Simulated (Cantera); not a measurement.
A Cantera script and what it prints.

```python
import numpy as np
import cantera as ct

gas_names = """
    H H2 N NH NH2 NH3 N2 N2H2 N2H4 Si SiH SiH2 SiH3 SiH4 SiN Si2 Si2N Si3
""".split()
cond_names = """
    Si(cr) Si(L) Si3N4(a)
""".split()


# ... load() reads the species with a 1 bar reference pressure and builds the phases ...
atoms = {
    'SiH4': {'Si': 1, 'H': 4},
    'N2': {'N': 2},
    'NH3': {'N': 1, 'H': 3},
}
top_T = {'Si3N4(a)': 2400}  # K; cautious upper limits of use, not melting points


# ... equilibrate(T, P, feed) seeds the gas with the atoms and calls Mixture.equilibrate('TP', solver="vcs", rtol=1e-11, max_steps=5000) ...
results = []
T = 773  # K
P = 8.5  # Pa
for m in [0.24, 0.48, 0.72, 0.96, 1.2, 1.4, 1.7]:
    feed = {'SiH4': 1, 'N2': m, 'NH3': 0.59}  # mol
    mix = equilibrate(T, P, feed)
    results.append((T, P, feed, dict(zip(mix.species_names, mix.species_moles))))
    x = sorted(zip(gas.X, gas.species_names), reverse=True)
    print(f"T = {T:g} K  P = {P:g} Pa  n(N2) = {m:g} mol  gas = {mix.phase_moles(0):.4g} mol")
    print("   x: " + "  ".join(f"{s} {v:.3e}" for v, s in x if v > 0.0001))
    print("   condensed (mol): " + ("  ".join(f"{mix.phase(i).name} {mix.phase_moles(i):.4g}"
          for i in range(1, mix.n_phases) if mix.phase_moles(i) > 1e-12) or "none"))
```

Result:

```
T = 773 K  P = 8.5 Pa  n(N2) = 0.24 mol  gas = 2.885 mol
   x: H2 1.000e+00
   condensed (mol): Si(cr) 0.1975  Si3N4(a) 0.2675
T = 773 K  P = 8.5 Pa  n(N2) = 0.48 mol  gas = 2.993 mol
   x: H2 9.638e-01  N2 3.619e-02
   condensed (mol): Si3N4(a) 0.3333
T = 773 K  P = 8.5 Pa  n(N2) = 0.72 mol  gas = 3.233 mol
   x: H2 8.923e-01  N2 1.077e-01
   condensed (mol): Si3N4(a) 0.3333
T = 773 K  P = 8.5 Pa  n(N2) = 0.96 mol  gas = 3.473 mol
   x: H2 8.306e-01  N2 1.694e-01
   condensed (mol): Si3N4(a) 0.3333
T = 773 K  P = 8.5 Pa  n(N2) = 1.2 mol  gas = 3.713 mol
   x: H2 7.769e-01  N2 2.231e-01
   condensed (mol): Si3N4(a) 0.3333
T = 773 K  P = 8.5 Pa  n(N2) = 1.4 mol  gas = 3.913 mol
   x: H2 7.372e-01  N2 2.628e-01
   condensed (mol): Si3N4(a) 0.3333
T = 773 K  P = 8.5 Pa  n(N2) = 1.7 mol  gas = 4.213 mol
   x: H2 6.847e-01  N2 3.153e-01
   condensed (mol): Si3N4(a) 0.3333
```

These are equilibrium values from Cantera (NASA tables, ideal gas, pure condensed phases), not measurements of a reactor.
